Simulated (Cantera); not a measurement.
Charge: 1 mol Cr₂O₃, 440 mol H₂, 0.36 mol N₂, equilibrated at 677 °C and 0.133 bar.

Method: chemical equilibrium by Gibbs-energy minimisation in Cantera with the NASA 1993 tables (ideal gas, pure condensed phases). Candidate condensed phases: Cr, CrN, Cr₂N, Cr₂O₃, H₂O; 29 gas species. Kinetics and transport are ignored.

Base state: H₂ 0.999, N₂ 0.000815 (mole fractions); condensed: Cr₂N(s) + Cr₂O₃(s).

### Question
What changes in the equilibrium state with this change: temperature from 677 °C to 1450 °C?

### Answer
```
species          before     after
-------------  --------  --------
H₂                0.999     0.994
H₂O             8.17e-6   0.00445
N₂             0.000815  0.000817
H               1.52e-9  0.000498
Cr                <1e-9  0.000224
Cr₂N(s), mol    0.00120         0
Cr₂O₃(s), mol     0.999     0.346
Cr(s), mol            0      1.21
```
Mutual solubility and eutectic melting of coexisting phases are not modelled.
